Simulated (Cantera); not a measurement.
A Cantera script and what it prints.

```python
import numpy as np
import cantera as ct

gas_names = """
    CL CL2 H HCL H2 Si SiCL SiCL2 SiCL3 SiCL4 SiH SiHCL3 SiH2 SiH2CL2 SiH3 SiH3CL SiH4 Si2 Si3
""".split()
cond_names = """
    Si(cr) Si(L)
""".split()


# ... load() reads the species with a 1 bar reference pressure and builds the phases ...
atoms = {
    'Si2Cl6': {'Si': 2, 'CL': 6},
    'HCl': {'H': 1, 'CL': 1},
    'H2': {'H': 2},
}
top_T = {}  # K; cautious upper limits of use, not melting points


# ... equilibrate(T, P, feed) seeds the gas with the atoms and calls Mixture.equilibrate('TP', solver="vcs", rtol=1e-11, max_steps=5000) ...
results = []
feed = {'Si2Cl6': 1, 'HCl': 2.5, 'H2': 530}  # mol
for P in [100, 230, 540, 1300, 2900, 6800, 16000, 37000, 86000, 200000]:
    for T in [975, 1025, 1075, 1125, 1175, 1225, 1275, 1325, 1375, 1425, 1475, 1525, 1575, 1625]:
        mix = equilibrate(T, P, feed)
        results.append((T, P, feed, dict(zip(mix.species_names, mix.species_moles))))

for T, P, feed, n in results:
    print(f"{T:7g} {P:10.4g}  " + (" + ".join(c for c in cond_names if n.get(c, 0) > 1e-12) or "gas only"))
```

Result:

```
    975        100  Si(cr)
   1025        100  Si(cr)
   1075        100  Si(cr)
   1125        100  Si(cr)
   1175        100  Si(cr)
   1225        100  Si(cr)
   1275        100  Si(cr)
   1325        100  Si(cr)
   1375        100  Si(cr)
   1425        100  Si(cr)
   1475        100  Si(cr)
   1525        100  Si(cr)
   1575        100  Si(cr)
   1625        100  Si(cr)
    975        230  Si(cr)
   1025        230  Si(cr)
   1075        230  Si(cr)
   1125        230  Si(cr)
   1175        230  Si(cr)
   1225        230  Si(cr)
   1275        230  Si(cr)
   1325        230  Si(cr)
   1375        230  Si(cr)
   1425        230  Si(cr)
   1475        230  Si(cr)
   1525        230  Si(cr)
   1575        230  Si(cr)
   1625        230  Si(cr)
    975        540  Si(cr)
   1025        540  Si(cr)
   1075        540  Si(cr)
   1125        540  Si(cr)
   1175        540  Si(cr)
   1225        540  Si(cr)
   1275        540  Si(cr)
   1325        540  Si(cr)
   1375        540  Si(cr)
   1425        540  Si(cr)
   1475        540  Si(cr)
   1525        540  Si(cr)
   1575        540  Si(cr)
   1625        540  Si(cr)
    975       1300  Si(cr)
   1025       1300  Si(cr)
   1075       1300  Si(cr)
   1125       1300  Si(cr)
   1175       1300  Si(cr)
   1225       1300  Si(cr)
   1275       1300  Si(cr)
   1325       1300  Si(cr)
   1375       1300  Si(cr)
   1425       1300  Si(cr)
   1475       1300  Si(cr)
   1525       1300  Si(cr)
   1575       1300  Si(cr)
   1625       1300  Si(cr)
    975       2900  Si(cr)
   1025       2900  Si(cr)
   1075       2900  Si(cr)
   1125       2900  Si(cr)
   1175       2900  Si(cr)
   1225       2900  Si(cr)
   1275       2900  Si(cr)
   1325       2900  Si(cr)
   1375       2900  Si(cr)
   1425       2900  Si(cr)
   1475       2900  Si(cr)
   1525       2900  Si(cr)
   1575       2900  Si(cr)
   1625       2900  Si(cr)
    975       6800  Si(cr)
   1025       6800  Si(cr)
   1075       6800  Si(cr)
   1125       6800  Si(cr)
   1175       6800  Si(cr)
   1225       6800  Si(cr)
   1275       6800  Si(cr)
   1325       6800  Si(cr)
   1375       6800  Si(cr)
   1425       6800  Si(cr)
   1475       6800  Si(cr)
   1525       6800  Si(cr)
   1575       6800  Si(cr)
   1625       6800  Si(cr)
    975    1.6e+04  Si(cr)
   1025    1.6e+04  Si(cr)
   1075    1.6e+04  Si(cr)
   1125    1.6e+04  Si(cr)
   1175    1.6e+04  Si(cr)
   1225    1.6e+04  Si(cr)
   1275    1.6e+04  Si(cr)
   1325    1.6e+04  Si(cr)
   1375    1.6e+04  Si(cr)
   1425    1.6e+04  Si(cr)
   1475    1.6e+04  Si(cr)
   1525    1.6e+04  Si(cr)
   1575    1.6e+04  Si(cr)
   1625    1.6e+04  Si(cr)
    975    3.7e+04  Si(cr)
   1025    3.7e+04  Si(cr)
   1075    3.7e+04  Si(cr)
   1125    3.7e+04  Si(cr)
   1175    3.7e+04  Si(cr)
   1225    3.7e+04  Si(cr)
   1275    3.7e+04  Si(cr)
   1325    3.7e+04  Si(cr)
   1375    3.7e+04  Si(cr)
   1425    3.7e+04  Si(cr)
   1475    3.7e+04  Si(cr)
   1525    3.7e+04  Si(cr)
   1575    3.7e+04  Si(cr)
   1625    3.7e+04  Si(cr)
    975    8.6e+04  gas only
   1025    8.6e+04  Si(cr)
   1075    8.6e+04  Si(cr)
   1125    8.6e+04  Si(cr)
   1175    8.6e+04  Si(cr)
   1225    8.6e+04  Si(cr)
   1275    8.6e+04  Si(cr)
   1325    8.6e+04  Si(cr)
   1375    8.6e+04  Si(cr)
   1425    8.6e+04  Si(cr)
   1475    8.6e+04  Si(cr)
   1525    8.6e+04  Si(cr)
   1575    8.6e+04  Si(cr)
   1625    8.6e+04  Si(cr)
    975      2e+05  gas only
   1025      2e+05  gas only
   1075      2e+05  Si(cr)
   1125      2e+05  Si(cr)
   1175      2e+05  Si(cr)
   1225      2e+05  Si(cr)
   1275      2e+05  Si(cr)
   1325      2e+05  Si(cr)
   1375      2e+05  Si(cr)
   1425      2e+05  Si(cr)
   1475      2e+05  Si(cr)
   1525      2e+05  Si(cr)
   1575      2e+05  Si(cr)
   1625      2e+05  Si(cr)
```

Method: chemical equilibrium by Gibbs-energy minimisation in Cantera with the NASA 1993 tables (ideal gas, pure condensed phases). The feed counts by its element totals alone. The tables' values for SiCl3 are old estimates.
